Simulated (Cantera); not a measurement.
## Thermodynamics of tantalum, niobium, vanadium and zirconium in process gases, feed V + NH3

Feed: 1 mol V, a varied amount of NH3, equilibrated at 975 K and 160000 Pa.

Method: chemical equilibrium by Gibbs-energy minimisation in Cantera with the NASA 1993 tables (ideal gas, pure condensed phases). Candidate condensed phases: V, VN; 11 gas species. VN: taken at fixed stoichiometry. Condensed phases not in the tables: V2N, N, O or C dissolved in the metal. Rates play no part.

```tsv
n(NH3) (mol)	x H2	x N2	x NH3	n V(s)	n VN(s)
0.95	1.00	<1e-12	6.25e-11	0.0500	0.950
1.1	0.970	0.0293	0.000181	0	1.00
1.4	0.913	0.0868	0.000284	0	1.00
1.6	0.889	0.111	0.000308	0	1.00
1.9	0.863	0.136	0.000327	0	1.00
2.3	0.841	0.158	0.000339	0	1.00
2.8	0.823	0.176	0.000346	0	1.00
3.3	0.811	0.188	0.000350	0	1.00
3.9	0.801	0.199	0.000353	0	1.00
```
x: gas mole fraction; n: condensed amount in mol.

At 0.95 mol NH3 the condensed part is V(s) + VN(s). From 1.1 mol NH3 to 3.9 mol NH3 the condensed part is VN(s).
